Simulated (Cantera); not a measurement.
An adiabatic, constant-pressure homogeneous reactor starts with 37.1 % H2, 13.2 % O2, 49.7 % N2, at 1250 K and 37000 Pa.

Computed with Cantera and the H2/O2 subset of GRI-Mech 3.0, which has no nitrogen chemistry.

One state of this run: T (K) = 1981; x H2 = 0.108; x O2 = 0.0126; x H2O2 = 2.40e-7; x H = 0.105; x OH = 0.0203; x O = 0.0145; x H2O = 0.218. x: mole fraction; the columns are a selection and need not sum to one.

Question: Which value of t (s) does it belong to?
A) 0.0990
B) 0.000181
C) 0.0402
D) 2.00e-6

Answer: B, 0.000181
